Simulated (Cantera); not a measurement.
# Boron, boron nitride and boron oxide: B + H2

Feed: 1 mol B, 1.8 mol H2, at 1.33 mbar.

Cantera equilibrium calculation (NASA polynomials, part measured and part estimated; ideal gas, pure solids and liquids). Candidate condensed phases: B; 7 gas species. The tables' values for BH2 are old estimates; treat these amounts as uncertain. The numbers say what is thermodynamically allowed, not how fast it happens.

From 825 °C to 2025 °C the condensed part is B(s).

| T (°C) | x H2 | x H | x B | x BH2 | x BH | x BH3 | x B2 | n B(s) |
|---|---|---|---|---|---|---|---|---|
| 825 | 1.000 | 6.77e-7 | <1e-12 | 3.26e-8 | <1e-12 | 1.52e-8 | <1e-12 | 1.00 |
| 1025 | 1.000 | 2.93e-5 | 1.37e-12 | 8.78e-7 | 6.02e-12 | 7.24e-8 | <1e-12 | 1.000 |
| 1225 | 1.000 | 0.000471 | 1.37e-9 | 9.68e-6 | 1.33e-9 | 2.22e-7 | <1e-12 | 1.000 |
| 1425 | 0.996 | 0.00395 | 2.65e-7 | 5.99e-5 | 8.15e-8 | 5.12e-7 | <1e-12 | 1.000 |
| 1625 | 0.979 | 0.0212 | 1.67e-5 | 0.000247 | 2.05e-6 | 9.58e-7 | 7.34e-11 | 1.000 |
| 1825 | 0.918 | 0.0808 | 0.000473 | 0.000734 | 2.69e-5 | 1.47e-6 | 9.95e-9 | 0.998 |
| 2025 | 0.762 | 0.229 | 0.00742 | 0.00157 | 0.000209 | 1.69e-6 | 5.62e-7 | 0.981 |
x: gas mole fraction; n: condensed amount in mol.
